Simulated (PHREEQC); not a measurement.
Model water analysis in mmol/kgw, 40 °C, pH 6.57, pe 8.9:

```json
[
 {"constituent": "Na", "mmol/kgw": "0.0736"},
 {"constituent": "K", "mmol/kgw": "0.00459"},
 {"constituent": "Ca", "mmol/kgw": "0.0703"},
 {"constituent": "Mg", "mmol/kgw": "0.01"},
 {"constituent": "Cl", "mmol/kgw": "0.0498"},
 {"constituent": "S(6)", "mmol/kgw": "0.0479"},
 {"constituent": "Alkalinity (meq/kgw)", "mmol/kgw": "0.0906"},
 {"constituent": "Cu(2)", "mmol/kgw": "0.0167"}
]
```

Valence states are taken as typed.

The numbers come from PHREEQC with the ion-association model, wateq4f.dat.

No solid was allowed to form.

Order these Cu species by the share of Cu that they hold, largest first: Cu+2, Cu(OH)2, Cu2(OH)2+2, CuCO3, CuHCO3+.

Cu+2 (67 %), Cu(OH)2 (18 %), CuCO3 (5.9 %), Cu2(OH)2+2 (3.5 %), CuHCO3+ (2.5 %)

Order these C species by the share of C that they hold, largest first: CuHCO3+, HCO3-, CuCO3, CO2.

HCO3- (65 %), CO2 (34 %), CuCO3 (0.78 %), CuHCO3+ (0.33 %)

The pH is 6.57 and the ionic strength 0.000381 mol/kgw. Examples of supersaturated solids here: Malachite, Tenorite (slow to form). Others may be too. Species that the database lacks are ignored. At this temperature some constants are extrapolated from 25 °C, and those without enthalpy data are left unchanged. The database's constant for dissolved Cu(OH)2 is higher than later reviews accept.
